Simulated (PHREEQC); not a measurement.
# Hard or scaling water (model solution)

Solution (20 °C): 0.0013 mol CaSO4, 0.00052 mol CO2 and 0.00014 mol H4SiO4 per kg of water. Closed to the air; pH follows from the charge balance.

Model: ion-association model, phreeqc.dat, run in PHREEQC.

No solid was allowed to form.

Problem. Predict the pH, ionic strength, specific conductance.

Solution. pH 4.85; ionic strength 0.00469 mol/kgw; specific conductance 267 µS/cm.

Problem. In which forms is Ca present?

Solution. Ca+2 90 %, CaSO4 10 % of the Ca.

Saturation is exceeded, for instance for Quartz (slow to form); the values hold only as long as no solid forms.
